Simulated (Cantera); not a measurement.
Dilute partial oxidation

An isothermal, constant-pressure homogeneous reactor starts with CH₃OH : O₂ : N₂ = 0.0037 : 0.0045 : 1 (molar parts), equivalence ratio 1.2, at 1125 K and 790000 Pa.

Computed with Cantera and GRI-Mech 3.0 (53 species, 325 reactions). GRI-Mech 3.0 was tuned for natural gas; its chemistry of methanol as a main component is partial and can be far from experiment.

```json
[
 {"t (s)": "1.00e-6", "x CH₃OH": "0.00367", "x O₂": "0.00446", "x NO": "<1e-12", "x CH₂CO": "<1e-12", "x HCN": "<1e-12", "x HCO": "<1e-12"},
 {"t (s)": "4.96e-6", "x CH₃OH": "0.00367", "x O₂": "0.00446", "x NO": "<1e-12", "x CH₂CO": "<1e-12", "x HCN": "<1e-12", "x HCO": "<1e-12"},
 {"t (s)": "2.46e-5", "x CH₃OH": "0.00367", "x O₂": "0.00446", "x NO": "<1e-12", "x CH₂CO": "<1e-12", "x HCN": "<1e-12", "x HCO": "<1e-12"},
 {"t (s)": "0.000122", "x CH₃OH": "0.00367", "x O₂": "0.00446", "x NO": "<1e-12", "x CH₂CO": "<1e-12", "x HCN": "<1e-12", "x HCO": "<1e-12"},
 {"t (s)": "0.000605", "x CH₃OH": "0.00367", "x O₂": "0.00446", "x NO": "<1e-12", "x CH₂CO": "<1e-12", "x HCN": "<1e-12", "x HCO": "<1e-12"},
 {"t (s)": "0.00300", "x CH₃OH": "0.00367", "x O₂": "0.00446", "x NO": "<1e-12", "x CH₂CO": "<1e-12", "x HCN": "<1e-12", "x HCO": "<1e-12"},
 {"t (s)": "0.0149", "x CH₃OH": "0.00365", "x O₂": "0.00446", "x NO": "<1e-12", "x CH₂CO": "<1e-12", "x HCN": "<1e-12", "x HCO": "1.28e-11"},
 {"t (s)": "0.0738", "x CH₃OH": "7.47e-11", "x O₂": "0.000525", "x NO": "1.25e-9", "x CH₂CO": "2.77e-11", "x HCN": "1.21e-12", "x HCO": "1.60e-10"},
 {"t (s)": "0.366", "x CH₃OH": "2.50e-12", "x O₂": "1.95e-6", "x NO": "4.45e-9", "x CH₂CO": "1.30e-12", "x HCN": "1.25e-12", "x HCO": "5.39e-11"},
 {"t (s)": "1.81", "x CH₃OH": "<1e-12", "x O₂": "1.42e-8", "x NO": "2.07e-9", "x CH₂CO": "<1e-12", "x HCN": "1.56e-12", "x HCO": "5.21e-12"},
 {"t (s)": "9.00", "x CH₃OH": "<1e-12", "x O₂": "2.97e-10", "x NO": "5.87e-10", "x CH₂CO": "<1e-12", "x HCN": "1.72e-12", "x HCO": "<1e-12"}
]
```
x: mole fraction; the columns are a selection and need not sum to one.

Equilibrium at this temperature and pressure: CH₃OH <1e-12, O₂ <1e-12, NO <1e-12, CH₂CO <1e-12, HCN 1.45e-10, HCO <1e-12 (gas phase only).
